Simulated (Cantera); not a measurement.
Cantera run:

```python
import numpy as np
import cantera as ct

gas_names = """
    C CN CO CO2 C2 CCN CNC C2N2 C2O C3 C3O2 C4 C4N2 C5 N NCO NO NO2 NO3 N2 N2O O O2 O3 Si SiC SiC2 SiN
    SiO SiO2 Si2 Si2C Si2N Si3
""".split()
cond_names = """
    C(gr) Si(cr) Si(L) SiC(b) SiO2(Lqz) SiO2(hqz) SiO2(L) Si2N2O(s) Si3N4(a)
""".split()


def load(file, names, dense=False):
    # The tables refer to 1 bar. Condensed volumes are neglected.
    table = {s.name: s for s in ct.Species.list_from_file(file)}
    out = []
    for n in names:
        d = dict(table[n].input_data)
        d["thermo"] = dict(d["thermo"], **{"reference-pressure": 1e5})
        if dense:
            d["equation-of-state"] = {"model": "constant-volume", "density": "1e6 g/cm^3"}
        out.append(ct.Species.from_dict(d))
    return out


gas = ct.Solution(thermo="ideal-gas", species=load("nasa_gas.yaml", gas_names))
cond = {s.name: ct.Solution(thermo="fixed-stoichiometry", species=[s], name=s.name)
        for s in load("nasa_condensed.yaml", cond_names, dense=True)}
atoms = {
    'SiC': {'Si': 1, 'C': 1},
    'N2O': {'N': 2, 'O': 1},
    'N2': {'N': 2},
}
top_T = {'C(gr)': 4500, 'SiC(b)': 3050, 'Si2N2O(s)': 2100, 'Si3N4(a)': 2400}  # K; cautious upper limits of use, not melting points


def equilibrate(T, P, feed):
    n = {}
    for name, mol in feed.items():
        for a, k in atoms[name].items():
            n[a] = n.get(a, 0.0) + k * mol
    gas.TPX = T, P, n
    mass = sum(n.values()) * gas.mean_molecular_weight
    gas.equilibrate("TP")
    valid = [c for c in cond.values() if c.min_temp <= T <= top_T.get(c.name, c.max_temp)]
    mix = ct.Mixture([(gas, mass / gas.mean_molecular_weight)] + [(c, 0.0) for c in valid])
    mix.T, mix.P = T, P
    mix.equilibrate("TP", solver="vcs", rtol=1e-11, max_steps=5000)
    return mix


results = []
feed = {'SiC': 1, 'N2O': 0.77, 'N2': 5.9}  # mol
T = 1973  # K
for P in [0.1, 0.75, 5.6, 42, 320, 2400, 18000, 130000, 1000000]:
    mix = equilibrate(T, P, feed)
    results.append((T, P, feed, dict(zip(mix.species_names, mix.species_moles))))

top = {s: max(r[3][s] / sum(r[3][g] for g in gas_names) for r in results) for s in gas_names}
cols = sorted((s for s in top if top[s] > 0.001), key=lambda s: -top[s])[:8]
seen = [c for c in cond_names if any(r[3].get(c, 0) > 1e-12 for r in results)]
print("log10 of partial pressures in bar; condensed amounts in mol")
print(f"{'P/Pa':>10s}" + "".join(f"{s[:9]:>10s}" for s in cols + seen))
for T, P, feed, n in results:
    ng = sum(n[g] for g in gas_names)
    print(f"{P:10.4g}" + "".join(f"{np.log10(max(n[s] / ng * P / 1e5, 1e-99)):10.3f}" for s in cols)
          + "".join(f"{n.get(c, 0):10.4g}" for c in seen))
```

Output:

```
log10 of partial pressures in bar; condensed amounts in mol
      P/Pa        N2        Si        CO       SiO      SiC2      Si2C     C(gr)    SiC(b) Si2N2O(s)
       0.1    -6.102    -6.944    -7.040   -10.236    -8.382    -9.694    0.1553         0         0
      0.75    -5.226    -6.079    -6.166    -8.497    -7.517    -7.964    0.1519         0         0
       5.6    -4.337    -5.348    -5.305    -6.447    -7.702    -6.960         0      0.26         0
        42    -3.438    -4.912    -4.561    -4.833    -8.138    -6.525         0    0.4927         0
       320    -2.545    -4.799    -3.761    -3.806    -8.251    -6.411         0    0.5942         0
      2400    -1.668    -4.780    -2.903    -2.910    -8.270    -6.392         0    0.6119         0
   1.8e+04    -0.788    -4.878    -1.979    -2.182    -8.172    -6.490         0    0.5752   0.07894
   1.3e+05     0.080    -5.486    -1.023    -2.442    -7.564    -7.098         0    0.4931    0.2438
     1e+06     0.981    -6.099    -0.379    -2.730    -7.538    -8.005    0.7306         0    0.4994
```

These are equilibrium values from Cantera (NASA tables, ideal gas, pure condensed phases), not measurements of a reactor. Mutual solubility and eutectic melting of coexisting phases are not modelled. The tables' values for SiN are old estimates; treat these amounts as uncertain.
